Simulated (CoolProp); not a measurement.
A Linde-Hampson liquefier for ethylene: isothermal reversible compression at 320 K from 1 atm to 5 MPa, throttling to 1 atm, return gas leaving the recuperator 10 K below the feed. Each further row changes one setting.

The numbers come from the reference Helmholtz-energy equation of state, Smukala 2000 in CoolProp.

```json
[
 {"case": "as stated", "liquid yield per pass": "0.100", "compression work (kJ/kg of gas)": "347"},
 {"case": "high pressure 10 MPa", "liquid yield per pass": "0.304", "compression work (kJ/kg of gas)": "386"},
 {"case": "warm-end temperature 350 K", "liquid yield per pass": "0.066", "compression work (kJ/kg of gas)": "387"},
 {"case": "warm-end gap 15 K", "liquid yield per pass": "0.089", "compression work (kJ/kg of gas)": "347"}
]
```
